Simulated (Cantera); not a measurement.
Mixture: CH4 : O2 : N2 = 1 : 1.33 : 3.87 (molar parts), at 1.00 bar, adiabatic and at constant volume. Ignition delay is the time to a rise of 400 K.

Model: GRI-Mech 3.0 (53 species, 325 reactions), integrated in Cantera.

What does this change do: pressure from 1.00 bar to 4.30 bar?


| quantity | before | after |
|---|---|---|
| delay at 1075 K | 0.299 s | 64.7 ms |
| delay at 1125 K | 0.134 s | 31.0 ms |
| delay at 1175 K | 62.6 ms | 15.4 ms |
| delay at 1225 K | 30.4 ms | 7.93 ms |
| delay at 1275 K | 15.3 ms | 4.21 ms |
| delay at 1325 K | 7.99 ms | 2.30 ms |
| delay at 1375 K | 4.30 ms | 1.29 ms |
| apparent activation energy between 1275 and 1375 K | 190 kJ/mol | 170 kJ/mol |

What does this change do: constant pressure in place of constant volume?


| quantity | before | after |
|---|---|---|
| delay at 1075 K | 0.299 s | 0.314 s |
| delay at 1125 K | 0.134 s | 0.141 s |
| delay at 1175 K | 62.6 ms | 66.3 ms |
| delay at 1225 K | 30.4 ms | 32.3 ms |
| delay at 1275 K | 15.3 ms | 16.3 ms |
| delay at 1325 K | 7.99 ms | 8.54 ms |
| delay at 1375 K | 4.30 ms | 4.61 ms |
| apparent activation energy between 1275 and 1375 K | 190 kJ/mol | 180 kJ/mol |

What does this change do: pressure from 1.00 bar to 20.0 bar?


```
quantity                                                before       after
--------------------------------------------------  ----------  ----------
delay at 1075 K                                        0.299 s     10.9 ms
delay at 1125 K                                        0.134 s     5.33 ms
delay at 1175 K                                        62.6 ms     2.77 ms
delay at 1225 K                                        30.4 ms     1.50 ms
delay at 1275 K                                        15.3 ms    0.846 ms
delay at 1325 K                                        7.99 ms    0.490 ms
delay at 1375 K                                        4.30 ms    0.291 ms
apparent activation energy between 1275 and 1375 K  190 kJ/mol  160 kJ/mol
```
The pressure lies above the range GRI-Mech 3.0 was tuned for (to about 10 atm).
